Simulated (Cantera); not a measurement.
Input (Python, Cantera) and output of one run.

```python
import numpy as np
import cantera as ct

gas_names = [...]  # 109 gases of nasa_gas.yaml made of C, Cl, H, Si
cond_names = """
    C(gr) C6H6(L) C7H8(L) C8H18(L),n-octa Si(cr) Si(L) SiC(b)
""".split()


# ... load() reads the species with a 1 bar reference pressure and builds the phases ...
atoms = {
    'CH3Cl': {'C': 1, 'H': 3, 'CL': 1},
    'Si': {'Si': 1},
    'H2': {'H': 2},
}
top_T = {'C(gr)': 4500, 'SiC(b)': 3050}  # K; cautious upper limits of use, not melting points


# ... equilibrate(T, P, feed) seeds the gas with the atoms and calls Mixture.equilibrate('TP', solver="gibbs", rtol=1e-10, max_steps=50000) ...
results = []
feed = {'CH3Cl': 1, 'Si': 0.46, 'H2': 0.13}  # mol
T = 1048  # K
for P in [1, 5.2, 27, 140, 720, 3700, 19000, 100000]:
    mix = equilibrate(T, P, feed)
    results.append((T, P, feed, dict(zip(mix.species_names, mix.species_moles))))

top = {s: max(r[3][s] / sum(r[3][g] for g in gas_names) for r in results) for s in gas_names}
cols = sorted((s for s in top if top[s] > 0.0001), key=lambda s: -top[s])[:9]
seen = [c for c in cond_names if any(r[3].get(c, 0) > 1e-12 for r in results)]
print("log10 of partial pressures in bar; condensed amounts in mol")
print(f"{'P/Pa':>10s}" + "".join(f"{s[:9]:>10s}" for s in cols + seen))
for T, P, feed, n in results:
    ng = sum(n[g] for g in gas_names)
    print(f"{P:10.4g}" + "".join(f"{np.log10(max(n[s] / ng * P / 1e5, 1e-99)):10.3f}" for s in cols)
          + "".join(f"{n.get(c, 0):10.4g}" for c in seen))
```

It prints:

```
log10 of partial pressures in bar; condensed amounts in mol
      P/Pa        H2       HCL     SiCL4       CH4    SiHCL3     SiCL3     SiCL2     C(gr)    SiC(b)
         1    -5.273    -5.333    -8.024   -11.779    -9.955    -8.822    -8.357    0.5433    0.4567
       5.2    -4.550    -4.628    -6.653   -10.333    -8.564    -7.794    -7.671    0.5507    0.4493
        27    -3.814    -3.950    -5.410    -8.861    -7.264    -6.861    -7.050    0.5724    0.4275
       140    -3.065    -3.308    -4.342    -7.364    -6.089    -6.061    -6.516    0.6098    0.3901
       720    -2.317    -2.703    -3.414    -5.868    -5.019    -5.365    -6.052    0.6517    0.3479
      3700    -1.576    -2.120    -2.570    -4.385    -4.015    -4.731    -5.630    0.6881    0.3097
   1.9e+04    -0.844    -1.556    -1.773    -2.922    -3.052    -4.134    -5.232    0.7094    0.2784
     1e+05    -0.122    -0.998    -0.987    -1.478    -2.101    -3.544    -4.838    0.6852    0.2528
```

Method: chemical equilibrium by Gibbs-energy minimisation in Cantera with the NASA 1993 tables (ideal gas, pure condensed phases). The tables' values for SiCl3 are old estimates; treat these amounts as uncertain.
